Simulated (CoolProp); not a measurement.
A simple Rankine cycle with neopentane: condensing at 301.15 K, boiler at 0.924 MPa, turbine inlet 513.7 K, turbine efficiency 0.8, pump efficiency 0.8, no recuperator. Each further row changes one setting.

The numbers come from the reference Helmholtz-energy equation of state, Lemmon 2006 in CoolProp. It is a short technical equation, of lower accuracy than the large ones.

| case | thermal efficiency (%) | net work (kJ/kg) | heat in (kJ/kg) | turbine exit temperature (K) | volume ratio over the turbine |
|---|---|---|---|---|---|
| as stated | 9.0 | … | 761 | 483.0 | … |
| turbine inlet 533.7 K | 8.8 | 71.7 | 815 | … | … |
| condensing temperature 293.15 K | 10.2 | 79.6 | … | 478.4 | 6.20 |
| boiler pressure 0.647 MPa | 7.1 | … | 765 | 490.3 | 3.37 |
| turbine efficiency 0.7 | 7.9 | … | 761 | 486.5 | 4.86 |

Problem. Complete the blanks.

Solution. 
- as stated, net work (kJ/kg): 68.6
- as stated, volume ratio over the turbine: 4.82
- turbine inlet 533.7 K, turbine exit temperature (K): 503.0
- turbine inlet 533.7 K, volume ratio over the turbine: 4.80
- condensing temperature 293.15 K, heat in (kJ/kg): 779
- boiler pressure 0.647 MPa, net work (kJ/kg): 54.3
- turbine efficiency 0.7, net work (kJ/kg): 59.8
